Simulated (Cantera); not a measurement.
Input: 1 mol SiF4, 14 mol N2, 12 mol H2, held at 0.280 bar.

Method: chemical equilibrium by Gibbs-energy minimisation in Cantera with the NASA 1993 tables (ideal gas, pure condensed phases). Candidate condensed phases: Si, Si3N4; 37 gas species. The tables' values for SiF3, SiF2 are old estimates; treat these amounts as uncertain. Rates play no part.

Q: At 1548 K, list the 4 most abundant gas species with their mole fractions, and the condensed phases.

A: N2 0.517, H2 0.440, SiF4 0.0313, HF 0.00638. Condensed: Si3N4(s).
